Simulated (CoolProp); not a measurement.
Saturated liquid density (kg/m³) of isohexane: the reference equation beside estimates from Tc = 497.7 K, pc = 30.43 bar, ω = 0.280. Rackett uses Z = 0.29056 − 0.08775 ω.

Model: reference Helmholtz-energy equation of state, Lemmon 2006, in CoolProp. It is a short technical equation, of lower accuracy than the large ones.

```
T (K)   reference  Rackett  Redlich-Kwong
-----  ----------  -------  -------------
305.5       641.7    653.3          568.5
320.6       627.5    638.3     (withheld)
335.7       612.8    622.6          538.2
350.9       597.4    606.3          521.5
366         581.3    589.2          503.8
381.1       564.4    571.2          484.7
396.2       546.4    552.2     (withheld)
411.3  (withheld)    531.7          442.0
```

Q: Some entries are withheld; supply them.

A: 
- 320.6, Redlich-Kwong: 553.8
- 396.2, Redlich-Kwong: 464.2
- 411.3, reference: 526.9

Absolute difference from the reference over all 8 rows, mean and median: Rackett 1.4 and 1.4 %, Redlich-Kwong 13.3 and 13.0 %.
